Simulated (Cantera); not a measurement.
A Cantera script and what it prints.

```python
import numpy as np
import cantera as ct

gas_names = """
    CL CL2 H HCL H2 N NH NH2 NH3 N2 N2H2 N2H4 Si SiCL SiCL2 SiCL3 SiCL4 SiH SiHCL3 SiH2 SiH2CL2 SiH3
    SiH3CL SiH4 SiN Si2 Si2N Si3
""".split()
cond_names = """
    NH4CL(a) NH4CL(b) Si(cr) Si(L) Si3N4(a)
""".split()


# ... load() reads the species with a 1 bar reference pressure and builds the phases ...
atoms = {
    'SiH2Cl2': {'Si': 1, 'H': 2, 'CL': 2},
    'HCl': {'H': 1, 'CL': 1},
    'N2': {'N': 2},
}
top_T = {'Si3N4(a)': 2400}  # K; cautious upper limits of use, not melting points


# ... equilibrate(T, P, feed) seeds the gas with the atoms and calls Mixture.equilibrate('TP', solver="vcs", rtol=1e-11, max_steps=5000) ...
results = []
feed = {'SiH2Cl2': 1, 'HCl': 0.025, 'N2': 39}  # mol
T = 1675  # K
P = 320  # Pa
mix = equilibrate(T, P, feed)
results.append((T, P, feed, dict(zip(mix.species_names, mix.species_moles))))
x = sorted(zip(gas.X, gas.species_names), reverse=True)
print(f"T = {T:g} K  P = {P:g} Pa  gas = {mix.phase_moles(0):.4g} mol")
print("   x: " + "  ".join(f"{s} {v:.3e}" for v, s in x if v > 0.0001))
print("   condensed (mol): " + ("  ".join(f"{mix.phase(i).name} {mix.phase_moles(i):.4g}"
      for i in range(1, mix.n_phases) if mix.phase_moles(i) > 1e-12) or "none"))
```

Output:

```
T = 1675 K  P = 320 Pa  gas = 40.86 mol
   x: N2 9.502e-01  H2 1.790e-02  SiCL2 1.778e-02  HCL 1.349e-02  H 2.746e-04  CL 1.615e-04
   condensed (mol): Si3N4(a) 0.08792
```

Method: chemical equilibrium by Gibbs-energy minimisation in Cantera with the NASA 1993 tables (ideal gas, pure condensed phases). The tables' values for SiCl3, SiCl are old estimates; treat these amounts as uncertain.
